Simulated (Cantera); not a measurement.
An adiabatic, constant-pressure homogeneous reactor starts with C3H8 : O2 : N2 = 1 : 8.33 : 31.3 (molar parts), equivalence ratio 0.60, at 1425 K and 0.480 bar. Integrator tolerance rtol = 1e-08.

Computed with Cantera and GRI-Mech 3.0 (53 species, 325 reactions). GRI-Mech 3.0 was tuned for natural gas; its chemistry of propane as a main component is partial and can be far from experiment.

Question: What does this change do: C3H8 1 to 2 parts?

Answer: 
| quantity | before | after |
|---|---|---|
| time of steepest temperature rise | 0.250 ms | 0.277 ms |
| temperature at 0.400 s | 2472 K | 2705 K |
| equilibrium temperature | 2472 K | 2705 K |
| x(C3H8) at 0.400 s | <1e-12 (gas-phase equilibrium <1e-12) | <1e-12 (gas-phase equilibrium <1e-12) |
| x(O2) at 0.400 s | 0.0740 (gas-phase equilibrium 0.0740) | 0.00985 (gas-phase equilibrium 0.00985) |
| x(CH2) at 0.400 s | <1e-12 (gas-phase equilibrium <1e-12) | <1e-12 (gas-phase equilibrium <1e-12) |
| x(C2H2) at 0.400 s | <1e-12 (gas-phase equilibrium <1e-12) | <1e-12 (gas-phase equilibrium <1e-12) |
| x(CO) at 0.400 s | 0.0103 (gas-phase equilibrium 0.0103) | 0.0761 (gas-phase equilibrium 0.0761) |
| x(C2H) at 0.400 s | <1e-12 (gas-phase equilibrium <1e-12) | <1e-12 (gas-phase equilibrium <1e-12) |

Question: What does this change do: O2 8.33 to 3.6 parts?

Answer: 
```csv
quantity,before,after
time of steepest temperature rise,0.250 ms,0.476 ms
temperature at 0.400 s,2472 K,2300 K
equilibrium temperature,2472 K,2300 K
x(C3H8) at 0.400 s,<1e-12 (gas-phase equilibrium <1e-12),<1e-12 (gas-phase equilibrium <1e-12)
x(O2) at 0.400 s,0.0740 (gas-phase equilibrium 0.0740),9.88e-5 (gas-phase equilibrium 9.88e-5)
x(CH2) at 0.400 s,<1e-12 (gas-phase equilibrium <1e-12),<1e-12 (gas-phase equilibrium <1e-12)
x(C2H2) at 0.400 s,<1e-12 (gas-phase equilibrium <1e-12),<1e-12 (gas-phase equilibrium <1e-12)
x(CO) at 0.400 s,0.0103 (gas-phase equilibrium 0.0103),0.0492 (gas-phase equilibrium 0.0492)
x(C2H) at 0.400 s,<1e-12 (gas-phase equilibrium <1e-12),<1e-12 (gas-phase equilibrium <1e-12)
```
